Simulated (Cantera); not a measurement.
Input: 1 mol Al₂O₃, 2.1 mol BCl₃, 4 mol O₂, at 1250 K and 0.00880 bar.

Cantera equilibrium calculation (NASA polynomials, part measured and part estimated; ideal gas, pure solids and liquids). Candidate condensed phases: Al, AlCl₃, Al₂O₃, B, B₂O₃; 30 gas species. Mutual solubility and eutectic melting of coexisting phases are not modelled. The tables' values for BOCl are old estimates; treat these amounts as uncertain. Condensed phases not in the tables: borates and borosilicate glass, alloys, solid solutions and most ternary compounds. The numbers say what is thermodynamically allowed, not how fast it happens.

Base state: Cl₂ 0.518, O₂ 0.422, Cl 0.0599, ClO 0.000131, BOCl 2.74e-5, AlCl₃ 1.89e-5 (mole fractions); condensed: Al₂O₃(s) + B₂O₃(l).

What changes in the equilibrium state with this change: temperature from 1250 K to 823.15 K?


```json
[
 {"species": "Cl₂", "before": "0.518", "after": "0.565"},
 {"species": "O₂", "before": "0.422", "after": "0.435"},
 {"species": "Cl", "before": "0.0599", "after": "0.000126"},
 {"species": "AlCl₃", "before": "1.89e-5", "after": "<1e-9"},
 {"species": "BOCl", "before": "2.74e-5", "after": "<1e-9"},
 {"species": "ClO", "before": "0.000131", "after": "8.66e-7"},
 {"species": "Al₂O₃(s), mol", "before": "1.000", "after": "1.00"},
 {"species": "B₂O₃(l), mol", "before": "1.05", "after": "1.05"}
]
```
Condensed phases not in the tables: AlOCl, borates and borosilicate glass, alloys, solid solutions and most ternary compounds.
